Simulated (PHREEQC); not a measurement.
Solution (40 °C): 2.5 mmol/kgw HF and 130 mmol/kgw Cu(NO3)2. Closed to the air; pH follows from the charge balance.

Computed with PHREEQC (ion-association model, wateq4f.dat).

- pH: 2.97
- ionic strength: 0.390 mol/kgw
- activity of water: 0.993
- total alkalinity: -2.50 meq/kg

| species | molality | activity | log γ |
|---|---|---|---|
| NO3- | 0.260 | 0.163 | -0.202 |
| Cu+2 | 0.130 | 0.0337 | -0.585 |
| H+ | 0.00140 | 0.00108 | -0.114 |
| HF | 0.00109 | 0.00119 | 0.039 |
| F- | 0.000862 | 0.000557 | -0.190 |
| CuF+ | 0.000537 | 0.000389 | -0.140 |
| HF2- | 4.31e-6 | 2.78e-6 | -0.190 |
| H2F2 | 1.94e-6 | 2.12e-6 | 0.039 |
| Cu2(OH)2+2 | 6.31e-7 | 1.74e-7 | -0.561 |

Precipitation was switched off in this run. Complexes and solids missing from the database can't appear. Away from 25 °C the constants follow the database's enthalpies or fits; those with neither stay at their 25 °C values.
